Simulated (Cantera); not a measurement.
A diamond (100) surface in a fixed gas of H2 with x(CH4) = 0.0083, x(H) = 0.0035, x(CH3) = 0.0012, 75.0 Torr; coverages are run to steady state.

Cantera simulation using the Harris–Goodwin 1993 mechanism for the reconstructed diamond (100) surface; the numbers are that mechanism's predictions, not measurements.

θ: site fractions in the mechanism's names (c6HH fully hydrogenated, c6H* and c6*H radical sites, c6** diradical, c6HM methylated).

```csv
T (K),growth (µm/h),θ c6HH,θ c6H*,θ c6*H,θ c6**,θ c6HM
900,27.1,0.514,0.00776,0.216,0.00297,0.209
975,42.6,0.492,0.0128,0.279,0.00584,0.157
1050,58.2,0.467,?,?,?,?
1125,62.0,0.446,0.0271,0.404,0.0166,0.0678
1200,?,0.426,?,?,?,?
1275,28.6,0.397,0.0453,0.505,0.0344,0.00791
1350,23.4,0.367,0.0535,0.527,0.0438,0.00204
```

**Question.** What belongs in the gaps?

**Answer.** 
- 1050, θ c6H*: 0.0191
- 1050, θ c6*H: 0.341
- 1050, θ c6**: 0.0102
- 1050, θ c6HM: 0.113
- 1200, growth (µm/h): 45.1
- 1200, θ c6H*: 0.0363
- 1200, θ c6*H: 0.464
- 1200, θ c6**: 0.0251
- 1200, θ c6HM: 0.0275
